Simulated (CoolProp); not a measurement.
Saturation properties of ethanol.

Model: reference Helmholtz-energy equation of state, Schroeder 2014, in CoolProp.

```json
[
 {"T (K)": "306.8", "p (MPa)": "0.01279", "liquid cp (kJ/(kg K))": "2.505", "vapour Z": "0.9921", "vapour viscosity (µPa s)": "9.04"},
 {"T (K)": "320.2", "p (MPa)": "0.02549", "liquid cp (kJ/(kg K))": "2.622", "vapour Z": "0.9872", "vapour viscosity (µPa s)": "9.45"},
 {"T (K)": "333.6", "p (MPa)": "0.04768", "liquid cp (kJ/(kg K))": "2.748", "vapour Z": "0.9804", "vapour viscosity (µPa s)": "9.85"},
 {"T (K)": "347.1", "p (MPa)": "0.08472", "liquid cp (kJ/(kg K))": "2.884", "vapour Z": "0.9712", "vapour viscosity (µPa s)": "10.3"},
 {"T (K)": "360.5", "p (MPa)": "0.1427", "liquid cp (kJ/(kg K))": "3.028", "vapour Z": "0.9593", "vapour viscosity (µPa s)": "10.6"},
 {"T (K)": "373.9", "p (MPa)": "0.2300", "liquid cp (kJ/(kg K))": "3.183", "vapour Z": "0.9444", "vapour viscosity (µPa s)": "11.0"},
 {"T (K)": "387.4", "p (MPa)": "0.3579", "liquid cp (kJ/(kg K))": "3.350", "vapour Z": "0.9260", "vapour viscosity (µPa s)": "11.4"},
 {"T (K)": "400.8", "p (MPa)": "0.5360", "liquid cp (kJ/(kg K))": "3.527", "vapour Z": "0.9042", "vapour viscosity (µPa s)": "11.8"},
 {"T (K)": "414.2", "p (MPa)": "0.7782", "liquid cp (kJ/(kg K))": "3.710", "vapour Z": "0.8786", "vapour viscosity (µPa s)": "12.3"}
]
```

It boils at 351.6 K under 1 atm.

Viscosity comes from a separate model (Kiselev 2005).
